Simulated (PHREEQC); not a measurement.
Solution (35 °C): 0.0048 mol H2S and 0.16 mol FeCl2 per kg of water. Closed to the air; pH follows from the charge balance.

Equilibrium calculation in PHREEQC: ion-association model, phreeqc.dat.

Question: The ionic strength comes out as 0.452 mol/kgw. What activity coefficients do FeCl+, Cl-, H+, HS-, Fe+2 get?

Answer: FeCl+ 0.73, Cl- 0.65, H+ 0.77, HS- 0.64, Fe+2 0.25.

No solid was allowed to form.
